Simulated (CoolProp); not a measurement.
Vapour-liquid equilibrium of propane (1) + cyclopropane (2) at 0.75 MPa; x and y are mole fractions of (1).

Model: multi-fluid Helmholtz-energy mixture model, Lemmon 2009 and Polt 1992; pair parameters Bell 2016, in CoolProp. This equation is an older, rougher fit; its heat capacities, sound speeds and derivatives of the liquid may be far off and weren't checked against measurements.

```tsv
x	bubble temperature (°C)	y at the bubble point	dew temperature at overall composition x (°C)	liquid density (mol/L)
0.05	25.2	0.073	25.5	14.48
0.125	23.7	0.173	24.4	14.21
0.2	22.3	0.264	23.3	13.94
0.275	…	0.347	22.2	13.67
0.35	20.1	…	21.1	13.42
0.425	19.2	…	20.1	13.17
0.5	18.4	0.563	19.1	12.92
0.575	…	0.627	18.3	12.69
0.65	17.1	…	17.5	…
0.725	16.7	0.753	16.9	12.23
0.8	16.3	0.816	16.4	12.02
0.875	16.1	…	16.1	11.81
0.95	15.9	0.951	15.9	11.61
```

What belongs in the gaps?


- 0.275, bubble temperature (°C): 21.2
- 0.35, y at the bubble point: 0.424
- 0.425, y at the bubble point: 0.495
- 0.575, bubble temperature (°C): 17.7
- 0.65, y at the bubble point: 0.690
- 0.65, liquid density (mol/L): 12.46
- 0.875, y at the bubble point: 0.882

No azeotrope shows between x = 0.05 and 0.95.

Pair parameters are fitted to limited data, so mixtures are less certain than the pure fluids.
